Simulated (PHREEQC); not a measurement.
A PHREEQC input (ion-association model, phreeqc.dat):

```
SOLUTION 1
  temp 298.15
  units mg/L
  pH 6.27
  pe 8.2
  Na 0.084
  K 0.15
  Ca 0.27
  Mg 0.0805
  Cl 0.502
  S(6) 0.157 as SO4
  Alkalinity 0.579 as HCO3
  Zn 0.0214
END
USE solution 1
EQUILIBRIUM_PHASES 1
  Quartz 0 0.5
  CO2(g) -3.4 10
END
```

It stops with these messages:

```
WARNING: Maximum iterations exceeded, 100
WARNING: Maximum iterations exceeded, 100
WARNING: The program has failed to converge to a numerical solution.
ERROR:           Alkalinity has not converged. Total: 9.488850e-06	Calculated: -8.521135e-07	Residual: 1.034096e-05
ERROR: Is non-carbonate alkalinity greater than total alkalinity?
ERROR:                   Ca has not converged. Total: 6.736539e-06	Calculated: 6.727577e-06	Residual: 8.962002e-09
ERROR:                   Cl has not converged. Total: 1.415962e-05	Calculated: 1.416032e-05	Residual: -7.060291e-10
ERROR:                    K has not converged. Total: 3.836128e-06	Calculated: 3.836239e-06	Residual: -1.111444e-10
ERROR:                   Mg has not converged. Total: 3.311128e-06	Calculated: 3.311514e-06	Residual: -3.863003e-10
ERROR:                   Na has not converged. Total: 3.653801e-06	Calculated: 3.793168e-06	Residual: -1.393674e-07
ERROR:                 S(6) has not converged. Total: 1.634330e-06	Calculated: 1.643279e-06	Residual: -8.949080e-09
ERROR:                   Zn has not converged. Total: 3.273679e-07	Calculated: 3.428758e-07	Residual: -1.550786e-08
ERROR:                   Mu Ionic strength has not converged. 	Residual: -5.990671e-11
ERROR:               A(H2O) Activity of water has not converged. 	Residual: -9.654687e-01
ERROR: Model failed to converge for initial solution  1.
```

### Question
Why does the run stop?

### Answer
The fault: the temperature typed in kelvin. The line should read `temp 25` where the input has `temp 298.15`. With the mend the run ends at pH 6.22 and ionic strength 4.02e-5 mol/kgw.
